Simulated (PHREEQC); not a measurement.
Silver or lead bath: speciation

A solution holds 0.00043 mol/kgw PbCl2 and 0.0047 mol/kgw HBF4, at 25 °C. Closed to the air; pH follows from the charge balance.

Model: ion-association model, wateq4f.dat, run in PHREEQC.

Each row changes one thing in this solution. Precipitation was switched off in this run.

```tsv
case	pH	ionic strength (mol/kgw)	HF (mol/kgw)	BF4- (mol/kgw)	H3BO3 (mol/kgw)	F- (mol/kgw)
as made	2.39	0.00560	0.00409	0.00320	0.00112	0.000735
HBF4 from 0.0047 to 0.0235 mol/kgw	1.71	0.0232	0.00821	0.0205	0.00192	0.000331
PbCl2 left out	2.39	0.00432	0.00411	0.00320	0.00112	0.000727
diluted 2-fold with water	2.65	0.00301	0.00294	0.00122	0.000910	0.000926
temperature from 25 to 90 °C	2.57	0.00407	0.0105	0.00156	0.00265	0.000775
PbCl2 from 0.00043 to 0.000215 mol/kgw	2.39	0.00496	0.00410	0.00320	0.00112	0.000731
temperature from 25 to 55 °C	2.45	0.00504	0.00644	0.00259	0.00168	0.000747
```

Constants without temperature data keep their 25 °C values here. Real BF4- forms and hydrolyses slowly; the run takes it at equilibrium.
